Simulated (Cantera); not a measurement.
Input: 1 mol NiS, 27 mol H2, held at 22.0 Pa.

These are equilibrium values from Cantera (NASA tables, ideal gas, pure condensed phases), not measurements of a reactor. Candidate condensed phases: Ni, NiS, NiS2, Ni3S2, Ni3S4, S; 9 gas species. The numbers say what is thermodynamically allowed, not how fast it happens.

x: gas mole fraction; n: condensed amount in mol.

```tsv
T (°C)	x H2	x H	x Ni	x S2	x S	n Ni(s)	n Ni(l)
1277	0.975	0.00210	0.000694	0.0142	[?]	0.976	0
1327	0.972	0.00361	0.00192	0.0141	[?]	0.937	0
1377	0.967	0.00602	0.00499	0.0138	[?]	0.844	0
1427	0.955	0.00971	0.0122	0.0130	[?]	0.625	0
1477	0.934	0.0152	0.0280	0.0118	[?]	0	0.145
1527	0.920	0.0232	0.0330	0.0109	[?]	0	0
1577	0.908	0.0346	0.0332	0.00991	[?]	0	0
1627	0.891	0.0505	0.0332	0.00862	[?]	0	0
```

Q: Fill in the missing entries.

A: 
- 1277, x S: 0.000573
- 1327, x S: 0.000968
- 1377, x S: 0.00157
- 1427, x S: 0.00243
- 1477, x S: 0.00359
- 1527, x S: 0.00523
- 1577, x S: 0.00739
- 1627, x S: 0.01000
